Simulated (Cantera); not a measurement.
A Cantera script and what it prints.

```python
import numpy as np
import cantera as ct

gas_names = """
    AL ALH ALN ALO ALOH ALO2 ALO2H AL2 AL2O AL2O2 H HALO HNO HNO2 HNO3 HO2 H2 H2O H2O2 N NH NH2 NH3
    NH2OH NO NO2 NO3 N2 N2H2 N2H4 N2O O OH O2 O3
""".split()
cond_names = """
    AL(cr) AL(L) ALN(s) AL2O3(a) AL2O3(L) H2O(s) H2O(L)
""".split()


# ... load() reads the species with a 1 bar reference pressure and builds the phases ...
atoms = {
    'AlN': {'AL': 1, 'N': 1},
    'H2O': {'H': 2, 'O': 1},
    'H2': {'H': 2},
}
top_T = {'ALN(s)': 2750}  # K; cautious upper limits of use, not melting points


# ... equilibrate(T, P, feed) seeds the gas with the atoms and calls Mixture.equilibrate('TP', solver="vcs", rtol=1e-11, max_steps=5000) ...
results = []
T = 850  # K
P = 1000  # Pa
for m in [2, 2.7, 3.7, 5, 6.7, 9, 12, 16, 22, 29]:
    feed = {'AlN': 1, 'H2O': m, 'H2': 0.39}  # mol
    mix = equilibrate(T, P, feed)
    results.append((T, P, feed, dict(zip(mix.species_names, mix.species_moles))))

top = {s: max(r[3][s] / sum(r[3][g] for g in gas_names) for r in results) for s in gas_names}
cols = sorted((s for s in top if top[s] > 1e-05), key=lambda s: -top[s])[:5]
seen = [c for c in cond_names if any(r[3].get(c, 0) > 1e-12 for r in results)]
print("log10 of partial pressures in bar; condensed amounts in mol")
print(f"{'n(H2O)':>10s}" + "".join(f"{s[:9]:>10s}" for s in cols + seen))
for T, P, feed, n in results:
    ng = sum(n[g] for g in gas_names)
    print(f"{feed['H2O']:10.4g}" + "".join(f"{np.log10(max(n[s] / ng * P / 1e5, 1e-99)):10.3f}" for s in cols)
          + "".join(f"{n.get(c, 0):10.4g}" for c in seen))
```

Output:

```
log10 of partial pressures in bar; condensed amounts in mol
    n(H2O)       H2O        H2        N2  AL2O3(a)
         2    -2.762    -2.184    -2.762       0.5
       2.7    -2.476    -2.279    -2.856       0.5
       3.7    -2.319    -2.385    -2.963       0.5
         5    -2.226    -2.494    -3.071       0.5
       6.7    -2.164    -2.604    -3.181       0.5
         9    -2.120    -2.719    -3.296       0.5
        12    -2.089    -2.834    -3.411       0.5
        16    -2.066    -2.951    -3.529       0.5
        22    -2.048    -3.083    -3.661       0.5
        29    -2.036    -3.199    -3.777       0.5
```

Cantera equilibrium calculation (NASA polynomials, part measured and part estimated; ideal gas, pure solids and liquids).
